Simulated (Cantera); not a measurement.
Cantera run:

```python
import numpy as np
import cantera as ct

gas_names = """
    F FO FO2 F2 F2O N NF NF2 NF3 NO NO2 NO3 N2 N2O O O2 O3 Si SiF SiF2 SiF3 SiF4 SiN SiO SiO2 Si2 Si2N
    Si3
""".split()
cond_names = """
    Si(cr) Si(L) SiO2(Lqz) SiO2(hqz) SiO2(L) Si2N2O(s) Si3N4(a)
""".split()


# ... load() reads the species with a 1 bar reference pressure and builds the phases ...
atoms = {
    'SiF4': {'Si': 1, 'F': 4},
    'N2O': {'N': 2, 'O': 1},
    'N2': {'N': 2},
    'NO': {'N': 1, 'O': 1},
    'O2': {'O': 2},
}
top_T = {'Si2N2O(s)': 2100, 'Si3N4(a)': 2400}  # K; cautious upper limits of use, not melting points


# ... equilibrate(T, P, feed) seeds the gas with the atoms and calls Mixture.equilibrate('TP', solver="vcs", rtol=1e-11, max_steps=5000) ...
results = []
feed = {'SiF4': 1, 'N2O': 0.66, 'N2': 72, 'NO': 1.4, 'O2': 0.5}  # mol
P = 53  # Pa
for T in [773, 848, 923, 998, 1073, 1148, 1223, 1298, 1373, 1448, 1523, 1598]:
    mix = equilibrate(T, P, feed)
    results.append((T, P, feed, dict(zip(mix.species_names, mix.species_moles))))
    x = sorted(zip(gas.X, gas.species_names), reverse=True)
    print(f"T = {T:g} K  P = {P:g} Pa  gas = {mix.phase_moles(0):.4g} mol")
    print("   x: " + "  ".join(f"{s} {v:.3e}" for v, s in x if v > 0.001))
    print("   condensed (mol): " + ("  ".join(f"{mix.phase(i).name} {mix.phase_moles(i):.4g}"
          for i in range(1, mix.n_phases) if mix.phase_moles(i) > 1e-12) or "none"))
```

Output:

```
T = 773 K  P = 53 Pa  gas = 75.89 mol
   x: N2 9.667e-01  O2 2.016e-02  SiF4 1.318e-02
   condensed (mol): none
T = 848 K  P = 53 Pa  gas = 75.89 mol
   x: N2 9.667e-01  O2 2.016e-02  SiF4 1.318e-02
   condensed (mol): SiO2(hqz) 7.98e-12
T = 923 K  P = 53 Pa  gas = 75.89 mol
   x: N2 9.667e-01  O2 2.016e-02  SiF4 1.318e-02
   condensed (mol): SiO2(hqz) 1.586e-10
T = 998 K  P = 53 Pa  gas = 75.89 mol
   x: N2 9.667e-01  O2 2.016e-02  SiF4 1.318e-02
   condensed (mol): SiO2(hqz) 2.012e-09
T = 1073 K  P = 53 Pa  gas = 75.89 mol
   x: N2 9.667e-01  O2 2.015e-02  SiF4 1.318e-02
   condensed (mol): SiO2(hqz) 1.786e-08
T = 1148 K  P = 53 Pa  gas = 75.89 mol
   x: N2 9.666e-01  O2 2.014e-02  SiF4 1.318e-02
   condensed (mol): SiO2(hqz) 1.186e-07
T = 1223 K  P = 53 Pa  gas = 75.89 mol
   x: N2 9.666e-01  O2 2.012e-02  SiF4 1.318e-02
   condensed (mol): SiO2(hqz) 6.188e-07
T = 1298 K  P = 53 Pa  gas = 75.89 mol
   x: N2 9.666e-01  O2 2.009e-02  SiF4 1.318e-02
   condensed (mol): SiO2(hqz) 2.632e-06
T = 1373 K  P = 53 Pa  gas = 75.89 mol
   x: N2 9.666e-01  O2 2.005e-02  SiF4 1.318e-02
   condensed (mol): SiO2(hqz) 9.372e-06
T = 1448 K  P = 53 Pa  gas = 75.89 mol
   x: N2 9.665e-01  O2 1.999e-02  SiF4 1.318e-02
   condensed (mol): SiO2(hqz) 2.843e-05
T = 1523 K  P = 53 Pa  gas = 75.89 mol
   x: N2 9.664e-01  O2 1.991e-02  SiF4 1.317e-02
   condensed (mol): SiO2(hqz) 7.377e-05
T = 1598 K  P = 53 Pa  gas = 75.89 mol
   x: N2 9.663e-01  O2 1.979e-02  SiF4 1.317e-02
   condensed (mol): SiO2(hqz) 0.000157
```

These are equilibrium values from Cantera (NASA tables, ideal gas, pure condensed phases), not measurements of a reactor. The tables hold silica as quartz up to 1696 K and as liquid above; real silica turns to tridymite and cristobalite and melts near 1996 K.
